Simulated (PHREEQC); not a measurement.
A solution holds 0.2 mol/kgw CdCl2, 3e-05 mol/kgw MgSO4 and 0.17 mol/kgw HCl, at 25 °C. Closed to the air; pH follows from the charge balance.

Model: ion-association model, wateq4f.dat, run in PHREEQC.

```
quantity                  before    after
------------------------  ------  -------
pH                          0.88     1.55
ionic strength (mol/kgw)   0.325   0.0870
Cl- (mol/kgw)              0.298   0.0776
CdCl+ (mol/kgw)            0.111   0.0257
Cd+2 (mol/kgw)            0.0147  0.00910
SI of CdOHCl (CdOHCl)      -5.72    -5.65
SI of Cd(OH)2 (Cd(OH)2)   -14.28   -13.01
```

Question: What was changed between the two runs?
A) HCl from 0.17 to 0.034 mol/kgw
B) MgSO4 left out
C) diluted 10-fold with water
D) HCl from 0.17 to 0.255 mol/kgw
E) diluted 5-fold with water

Answer: E, diluted 5-fold with water

No solid was allowed to form.
